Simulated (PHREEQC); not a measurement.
Dissolve 81 mmol/kgw HNO3 and 0.0094 mmol/kgw H4SiO4 at 20 °C. Closed to the air; pH follows from the charge balance.

Computed with PHREEQC (ion-association model, wateq4f.dat).

| quantity | before | after |
|---|---|---|
| pH | 1.17 | 7.05 |
| ionic strength (mol/kgw) | 0.0810 | 8.92e-8 |
| SI of Quartz (SiO2) | -0.96 | -0.97 |

**Question.** Which change was made?
(A) 0.0068 mol/kgw CsF added
(B) HNO3 left out
(C) diluted 10-fold with water
(D) HNO3 replaced by AgNO3 at the same molality
(E) H4SiO4 from 9.4e-06 to 1.03e-05 mol/kgw

**Answer.** B, HNO3 left out

Precipitation was switched off in this run.
